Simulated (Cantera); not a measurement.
A perfectly stirred reactor is fed with 13.8 % H₂, 86.2 % O₂, at 0.0267 bar; it is held at 1325 K, and followed from long to short residence time.

Cantera simulation using the H2/O2 subset of GRI-Mech 3.0, which has no nitrogen chemistry; the numbers are that mechanism's predictions, not measurements. Radical loss at walls, strong at low pressure, is not modelled. The temperature is held fixed by assumption; the heat of reaction is taken as removed at once.

x: mole fraction; the columns are a selection and need not sum to one.

| τ (s) | x H₂ | x O₂ | x O | x H₂O₂ | x H |
|---|---|---|---|---|---|
| 3.2 | 0.000111 | 0.850 | 0.000852 | 1.00e-7 | 4.67e-5 |
| 1.3 | (withheld) | 0.850 | (withheld) | (withheld) | (withheld) |
| 0.52 | (withheld) | 0.848 | (withheld) | (withheld) | (withheld) |
| 0.21 | 0.000630 | 0.845 | 0.00514 | 2.31e-7 | 0.000697 |
| 0.086 | 0.00109 | 0.841 | 0.00906 | 2.86e-7 | 0.00164 |
| 0.035 | 0.00186 | 0.833 | 0.0156 | 3.39e-7 | 0.00374 |
| 0.014 | 0.00308 | 0.822 | 0.0257 | 3.81e-7 | 0.00805 |
| 0.0058 | 0.00481 | 0.807 | 0.0380 | 4.05e-7 | 0.0148 |
| 0.0024 | 0.00728 | 0.793 | 0.0491 | 4.22e-7 | 0.0230 |
| 0.00096 | 0.0116 | 0.785 | 0.0544 | 4.55e-7 | 0.0301 |
| 0.00039 | 0.0199 | 0.786 | 0.0516 | 5.15e-7 | 0.0337 |

Question: Complete the blanks.

Answer: 
- 1.3, x H₂: 0.000198
- 1.3, x O: 0.00155
- 1.3, x H₂O₂: 1.36e-7
- 1.3, x H: 0.000115
- 0.52, x H₂: 0.000356
- 0.52, x O: 0.00285
- 0.52, x H₂O₂: 1.80e-7
- 0.52, x H: 0.000286
